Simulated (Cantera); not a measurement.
## Hydrocarbon pyrolysis for carbon deposition

An isothermal, constant-pressure homogeneous reactor starts with 4.28 % CH₄, 95.7 % H₂, at 1998 K and 0.00128 atm.

Model: GRI-Mech 3.0 (53 species, 325 reactions), integrated in Cantera. GRI-Mech 3.0 stops at C3 and has no aromatics, soot or wall deposition, so with more carbon than oxygen in the feed, carbon stays in small species such as C2H2 where larger ones or solid carbon would form. Radical loss at walls, strong at low pressure, is not modelled.

```csv
t (s),x CH₄,x H₂,x C₂H₄,x C₂H,x CH₃,x H
9.00e-5,0.0428,0.957,<1e-12,<1e-12,4.62e-6,4.78e-6
0.000327,0.0427,0.957,8.91e-11,<1e-12,1.64e-5,1.78e-5
0.00119,0.0427,0.957,6.70e-9,<1e-12,5.85e-5,6.56e-5
0.00433,0.0425,0.957,3.58e-7,<1e-12,0.000211,0.000240
0.0157,0.0419,0.956,1.36e-5,8.09e-11,0.000754,0.000875
0.0572,0.0386,0.955,0.000163,3.50e-8,0.00247,0.00312
0.208,0.0209,0.961,0.000128,1.14e-6,0.00282,0.00662
0.756,0.00430,0.968,1.03e-5,3.23e-6,0.000823,0.00941
2.75,0.000460,0.965,7.65e-7,5.50e-6,0.000134,0.0142
10.0,3.94e-5,0.958,3.51e-7,8.69e-6,1.80e-5,0.0222
```
x: mole fraction; the columns are a selection and need not sum to one.

Equilibrium at this temperature and pressure: CH₄ 2.57e-6, H₂ 0.937, C₂H₄ 1.65e-7, C₂H 1.72e-5, CH₃ 2.35e-6, H 0.0434 (gas phase only).
